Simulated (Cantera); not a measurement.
Source: NASA polynomial tables (part measured, part estimated), evaluated in Cantera. Values are per mole of reaction as written; species without (g) are pure solids or liquids, kept so even where they would boil at 1 bar.

6 H(g) + 2 NF3(g) ⇌ N2(g) + 6 HF(g)

| T (K) | ΔH° (kJ) | ΔS° (J/K) | ΔG° (kJ) | log10 K |
|---|---|---|---|---|
| 673 | -2699.6 | -16.2 | -2688.7 | 208.68 |
| 773 | [?] | [?] | [?] | [?] |
| 873 | [?] | [?] | [?] | [?] |
| 973 | [?] | [?] | [?] | [?] |
| 1073 | -2727.9 | -49.2 | -2675.1 | 130.22 |
| 1173 | -2734.8 | -55.4 | -2669.9 | 118.89 |
| 1273 | -2741.7 | -61.0 | -2664.1 | 109.31 |
| 1373 | -2748.3 | -66.0 | -2657.7 | 101.11 |
| 1473 | -2754.9 | -70.6 | -2650.9 | 94.00 |

Problem. What belongs in the gaps?

Solution. 
- 773, ΔH° (kJ): -2706.5
- 773, ΔS° (J/K): -25.8
- 773, ΔG° (kJ): -2686.6
- 773, log10 K: 181.54
- 873, ΔH° (kJ): -2713.6
- 873, ΔS° (J/K): -34.4
- 873, ΔG° (kJ): -2683.5
- 873, log10 K: 160.56
- 973, ΔH° (kJ): -2720.8
- 973, ΔS° (J/K): -42.2
- 973, ΔG° (kJ): -2679.7
- 973, log10 K: 143.85
